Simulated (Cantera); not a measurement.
What does this Cantera script print?

```python
import numpy as np
import cantera as ct

gas_names = """
    H HO2 H2 H2O H2O2 O OH O2 O3 V VO VO2
""".split()
cond_names = """
    H2O(s) H2O(L) V(cr) V(L) VO(s) VO(L) V2O3(s) V2O3(L) V2O4(I) V2O4(II) V2O4(L) V2O5(s) V2O5(L)
""".split()


# ... load() reads the species with a 1 bar reference pressure and builds the phases ...
atoms = {
    'V2O5': {'V': 2, 'O': 5},
    'H2': {'H': 2},
    'H2O': {'H': 2, 'O': 1},
}
top_T = {}  # K; cautious upper limits of use, not melting points


# ... equilibrate(T, P, feed) seeds the gas with the atoms and calls Mixture.equilibrate('TP', solver="vcs", rtol=1e-11, max_steps=5000) ...
results = []
feed = {'V2O5': 1, 'H2': 1, 'H2O': 0.12}  # mol
P = 93  # Pa
for T in [1123, 1223, 1323, 1423, 1523, 1623, 1723, 1823, 1923, 2023, 2123]:
    mix = equilibrate(T, P, feed)
    results.append((T, P, feed, dict(zip(mix.species_names, mix.species_moles))))

top = {s: max(r[3][s] / sum(r[3][g] for g in gas_names) for r in results) for s in gas_names}
cols = sorted((s for s in top if top[s] > 0.0001), key=lambda s: -top[s])[:7]
seen = [c for c in cond_names if any(r[3].get(c, 0) > 1e-12 for r in results)]
print("log10 of partial pressures in bar; condensed amounts in mol")
print(f"{'T/K':>10s}" + "".join(f"{s[:9]:>10s}" for s in cols + seen))
for T, P, feed, n in results:
    ng = sum(n[g] for g in gas_names)
    print(f"{T:10.4g}" + "".join(f"{np.log10(max(n[s] / ng * P / 1e5, 1e-99)):10.3f}" for s in cols)
          + "".join(f"{n.get(c, 0):10.4g}" for c in seen))
```

Output:

```
log10 of partial pressures in bar; condensed amounts in mol
       T/K       H2O       VO2        O2        H2         H        OH         O   V2O3(s)  V2O4(II)   V2O4(L)
      1123    -3.032   -12.326    -7.990    -7.675   -11.208    -8.853   -12.352         0         1         0
      1223    -3.032   -10.589    -7.363    -7.042   -10.043    -8.078   -11.075         0         1         0
      1323    -3.032    -9.123    -6.831    -6.503    -9.051    -7.419    -9.991         0         1         0
      1423    -3.032    -7.870    -6.374    -6.040    -8.197    -6.854    -9.058         0         1         0
      1523    -3.033    -6.789    -5.978    -5.636    -7.454    -6.363    -8.247         0    0.9999         0
      1623    -3.036    -5.847    -5.631    -5.283    -6.802    -5.933    -7.536         0    0.9991         0
      1723    -3.046    -5.020    -5.010    -5.135    -6.307    -5.479    -6.750   0.01702    0.9771         0
      1823    -3.087    -4.294    -4.382    -5.073    -5.900    -5.071    -6.012    0.1066         0    0.8592
      1923    -3.196    -3.729    -4.138    -4.929    -5.491    -4.822    -5.510     0.243         0    0.5982
      2023    -3.457    -3.317    -4.289    -4.778    -5.110    -4.772    -5.243    0.2854         0         0
      2123    -3.592    -3.247    -4.730    -4.386    -4.638    -4.752    -5.153         0         0         0
```

Cantera equilibrium calculation (NASA polynomials, part measured and part estimated; ideal gas, pure solids and liquids). Mutual solubility and eutectic melting of coexisting phases are not modelled. Condensed phases not in the tables: the oxides between V2O3 and V2O5 other than VO2.
